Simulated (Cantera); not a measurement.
A closed system holds: 1 mol CH3Cl, 0.07 mol H2, equilibrated at 2123.15 K and 1.00 bar.

These are equilibrium values from Cantera (NASA tables, ideal gas, pure condensed phases), not measurements of a reactor. Candidate condensed phases: C, C6H6, C7H8, C8H18; 91 gas species. Equilibrium is a limit: real reactors are often held back by kinetics, nucleation or transport.

Base state: H2 0.514, HCl 0.480, H 0.00258, Cl 0.00176, C2H2 (acetylene) 0.000853, CH4 8.26e-5 (mole fractions); condensed: C(graphite).

**Question.** What changes in the equilibrium state with this change: temperature from 2123.15 K to 2700 K?

**Answer.** 
| species | before | after |
|---|---|---|
| H2 | 0.514 | 0.481 |
| HCl | 0.480 | 0.442 |
| H | 0.00258 | 0.0394 |
| Cl | 0.00176 | 0.0252 |
| C2H2 (acetylene) | 0.000853 | 0.0114 |
| C2H | 1.18e-7 | 9.87e-5 |
| C4H2 | 5.73e-7 | 0.000111 |
| C2H2 (vinylidene) | 1.47e-7 | 1.65e-5 |
| C2HCl | 4.44e-6 | 0.000161 |
| Cl2 | 2.35e-6 | 2.17e-5 |
| C(graphite), mol | 0.996 | 0.949 |

**Question.** What changes in the equilibrium state with this change: CH3Cl replaced by C2F6?

**Answer.** 
| species | before | after |
|---|---|---|
| CF4 | 0 | 0.878 |
| HF | 0 | 0.0857 |
| CF2 | 0 | 0.0272 |
| H2 | 0.514 | 3.76e-9 |
| HCl | 0.480 | 0 |
| CF3 | 0 | 0.00576 |
| F | 0 | 0.00330 |
| C(graphite), mol | 0.996 | 0.512 |
The feed counts by its element totals alone. The tables' values for C2F4 are old estimates; treat these amounts as uncertain. Gases not in the tables: C2F6 and larger saturated fluorocarbons.
